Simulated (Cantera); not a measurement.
A Cantera script and what it prints.

```python
import numpy as np
import cantera as ct

gas_names = """
    C CH CH2 CH3 CH2OH CH3O CH4 CH3OH CN CO CO2 COOH C2 C2H CHCO,ketyl C2H2,acetylene C2H2,vinylidene
    CH2CO,ketene C2H3,vinyl CH3CN CH3CO,acetyl C2H4 C2H4O,ethylen CH3CHO,ethanal CH3COOH (HCOOH)2 C2H5
    C2H6 CH3OCH3 C2H5OH CCN CNC C2N2 C2O C3 C3H3,propargyl C3H4,allene C3H4,propyne C3H4,cyclo-
    C3H5,allyl C3H6,propylene C3H6,cyclo- C3H6O C3H7,n-propyl C3H7,i-propyl C3H8 C3H8O,1propanol
    C3H8O,2propanol C3O2 C4 C4H2 C4H4,1,3-cyclo- C4H6,butadiene C4H6,2-butyne C4H6,cyclo- C4H8,1-butene
    C4H8,cis2-buten C4H8,tr2-butene C4H8,isobutene C4H8,cyclo- (CH3COOH)2 C4H9,n-butyl C4H9,i-butyl
    C4H9,s-butyl C4H9,t-butyl C4H10,isobutane C4H10,n-butane C4N2 C5 C5H6,1,3cyclo- C5H8,cyclo-
    C5H10,1-pentene C5H10,cyclo- C5H11,pentyl C5H11,t-pentyl C5H12,n-pentane C5H12,i-pentane
    CH3C(CH3)2CH3 C6H2 C6H5,phenyl C6H5O,phenoxy C6H6 C6H5OH,phenol C6H10,cyclo- C6H12,1-hexene
    C6H12,cyclo- C6H13,n-hexyl C7H7,benzyl C7H8 C7H8O,cresol C7H14,1-heptene C7H15,n-heptyl
    C7H16,n-heptane C8H8,styrene C8H10,ethylbenz C8H16,1-octene C8H17,n-octyl C8H18,isooctane
    C8H18,n-octane C9H19,n-nonyl C10H8,naphthale C10H21,n-decyl C12H9,o-bipheny C12H10,bipheny H HCN HCO
    HCCN HNC HNCO HNO HNO2 HNO3 HO2 H2 HCHO,formaldehy HCOOH H2O H2O2 N NCO NH NH2 NH3 NH2OH NO NO2 NO3
    N2 N2H2 N2H4 N2O O OH O2 O3
""".split()
cond_names = """
    C(gr) C6H6(L) C7H8(L) C8H18(L),n-octa H2O(s) H2O(L)
""".split()


def load(file, names, dense=False):
    # The tables refer to 1 bar. Condensed volumes are neglected.
    table = {s.name: s for s in ct.Species.list_from_file(file)}
    out = []
    for n in names:
        d = dict(table[n].input_data)
        d["thermo"] = dict(d["thermo"], **{"reference-pressure": 1e5})
        if dense:
            d["equation-of-state"] = {"model": "constant-volume", "density": "1e6 g/cm^3"}
        out.append(ct.Species.from_dict(d))
    return out


gas = ct.Solution(thermo="ideal-gas", species=load("nasa_gas.yaml", gas_names))
cond = {s.name: ct.Solution(thermo="fixed-stoichiometry", species=[s], name=s.name)
        for s in load("nasa_condensed.yaml", cond_names, dense=True)}
atoms = {
    'acetone': {'C': 3, 'H': 6, 'O': 1},
    'H2': {'H': 2},
    'N2': {'N': 2},
}
top_T = {'C(gr)': 4500}  # K; cautious upper limits of use, not melting points


def equilibrate(T, P, feed):
    n = {}
    for name, mol in feed.items():
        for a, k in atoms[name].items():
            n[a] = n.get(a, 0.0) + k * mol
    gas.TPX = T, P, n
    mass = sum(n.values()) * gas.mean_molecular_weight
    gas.equilibrate("TP")
    valid = [c for c in cond.values() if c.min_temp <= T <= top_T.get(c.name, c.max_temp)]
    mix = ct.Mixture([(gas, mass / gas.mean_molecular_weight)] + [(c, 0.0) for c in valid])
    mix.T, mix.P = T, P
    mix.equilibrate("TP", solver="vcs", rtol=1e-11, max_steps=5000)
    return mix


results = []
feed = {'acetone': 1, 'H2': 2.2, 'N2': 6.8}  # mol
T = 2848  # K
P = 290  # Pa
mix = equilibrate(T, P, feed)
results.append((T, P, feed, dict(zip(mix.species_names, mix.species_moles))))
print(gas.report(threshold=1e-06))
for i in range(1, mix.n_phases):
    print(f"{mix.phase(i).name:16s} {mix.phase_moles(i):12.5e} mol")
```

Output:

```
       temperature   2848 K
          pressure   290 Pa
           density   0.00017782 kg/m^3
  mean mol. weight   14.52 kg/kmol
   phase of matter   gas

                          1 kg             1 kmol
                     ---------------   ---------------
          enthalpy        1.3539e+07        1.9659e+08  J
   internal energy        1.1909e+07        1.7291e+08  J
           entropy             19216        2.7902e+05  J/K
    Gibbs function       -4.1189e+07       -5.9805e+08  J
 heat capacity c_p            2137.2             31031  J/K
 heat capacity c_v            1564.6             22717  J/K

                      mass frac. Y      mole frac. X     chem. pot. / RT
                     ---------------   ---------------   ---------------
                 C         0.0031022         0.0037502           -3.5874
                CH        2.6101e-05         2.911e-05           -18.241
               CH2        1.8598e-06        1.9251e-06           -32.895
                CN          0.025881          0.014443           -21.101
                CO           0.11071          0.057388           -42.332
                C2         0.0030787         0.0018609           -7.1749
               C2H         0.0039442          0.002288           -21.829
    C2H2,acetylene         0.0041305         0.0023033           -36.483
   C2H2,vinylidene        8.9936e-06        5.0151e-06           -36.483
               CNC        5.3595e-05        2.0463e-05           -24.688
              C2N2        0.00062324         0.0001739           -42.202
                C3          0.046154          0.018598           -10.762
                C4        0.00012983        3.9237e-05            -14.35
              C4H2        0.00012541        3.6374e-05           -43.658
              C4N2        9.4249e-06        1.7992e-06           -49.377
                C5         0.0008412        0.00020338           -17.937
                 H          0.030697           0.44218           -14.654
               HCN          0.041694            0.0224           -35.755
               HNC         0.0069305         0.0037234           -35.755
                H2         0.0084361          0.060759           -29.308
                 N        5.4045e-05        5.6023e-05           -17.514
                N2           0.71337           0.36974           -35.027
     [ +114 minor]        4.7513e-06        1.5951e-06

C(gr)             0.00000e+00 mol
```

Method: chemical equilibrium by Gibbs-energy minimisation in Cantera with the NASA 1993 tables (ideal gas, pure condensed phases). The feed counts by its element totals alone.
